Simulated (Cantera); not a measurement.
What does this Cantera script print?

```python
import numpy as np
import cantera as ct

gas_names = """
    AL ALCL ALCL2 ALCL3 ALH AL2 AL2CL6 CL CL2 H HCL H2
""".split()
cond_names = """
    AL(cr) AL(L) ALCL3(s) ALCL3(L)
""".split()


# ... load() reads the species with a 1 bar reference pressure and builds the phases ...
atoms = {
    'Al': {'AL': 1},
    'HCl': {'H': 1, 'CL': 1},
}
top_T = {}  # K; cautious upper limits of use, not melting points


# ... equilibrate(T, P, feed) seeds the gas with the atoms and calls Mixture.equilibrate('TP', solver="vcs", rtol=1e-11, max_steps=5000) ...
results = []
T = 625  # K
P = 4.8  # Pa
for m in [1.2, 2.1, 3, 3.9, 4.7, 5.6, 6.5, 7.4, 8.3, 9.1, 10]:
    feed = {'Al': 1, 'HCl': m}  # mol
    mix = equilibrate(T, P, feed)
    results.append((T, P, feed, dict(zip(mix.species_names, mix.species_moles))))

top = {s: max(r[3][s] / sum(r[3][g] for g in gas_names) for r in results) for s in gas_names}
cols = sorted((s for s in top if top[s] > 0.001), key=lambda s: -top[s])[:9]
seen = [c for c in cond_names if any(r[3].get(c, 0) > 1e-12 for r in results)]
print("log10 of partial pressures in bar; condensed amounts in mol")
print(f"{'n(HCl)':>10s}" + "".join(f"{s[:9]:>10s}" for s in cols + seen))
for T, P, feed, n in results:
    ng = sum(n[g] for g in gas_names)
    print(f"{feed['HCl']:10.4g}" + "".join(f"{np.log10(max(n[s] / ng * P / 1e5, 1e-99)):10.3f}" for s in cols)
          + "".join(f"{n.get(c, 0):10.4g}" for c in seen))
```

Output:

```
log10 of partial pressures in bar; condensed amounts in mol
    n(HCl)       HCL        H2     ALCL3    AL2CL6    AL(cr)
       1.2   -11.071    -4.539    -4.724    -6.730    0.5999
       2.1   -11.071    -4.539    -4.724    -6.730    0.2998
         3    -9.810    -4.539    -4.723    -6.730         0
       3.9    -4.895    -4.673    -4.856    -6.994         0
       4.7    -4.711    -4.765    -4.946    -7.176         0
       5.6    -4.611    -4.850    -5.030    -7.343         0
       6.5    -4.553    -4.921    -5.100    -7.483         0
       7.4    -4.514    -4.981    -5.160    -7.604         0
       8.3    -4.486    -5.035    -5.213    -7.710         0
       9.1    -4.468    -5.077    -5.256    -7.794         0
        10    -4.451    -5.120    -5.299    -7.880         0
```

Method: chemical equilibrium by Gibbs-energy minimisation in Cantera with the NASA 1993 tables (ideal gas, pure condensed phases). The tables' values for AlCl2 are old estimates; treat these amounts as uncertain.
